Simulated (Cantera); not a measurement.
Mixture: CH₄ : C₂H₆ : C₃H₈ : O₂ : N₂ = 1 : 0.038 : 0.045 : 1.31 : 4.93 (molar parts), equivalence ratio 1.8, at 2.37 atm, adiabatic and at constant volume. Ignition delay is the time to a rise of 400 K.

Model: GRI-Mech 3.0 (53 species, 325 reactions), integrated in Cantera.

Problem. Predict: delay at 1225 K; delay at 1375 K; delay at 1525 K; delay at 1675 K; apparent activation energy between 1600 and 1750 K.

Solution. 
* **delay at 1225 K**: 4.83 ms
* **delay at 1375 K**: 0.613 ms
* **delay at 1525 K**: 0.119 ms
* **delay at 1675 K**: 35.1 µs
* **apparent activation energy between 1600 and 1750 K**: 160 kJ/mol
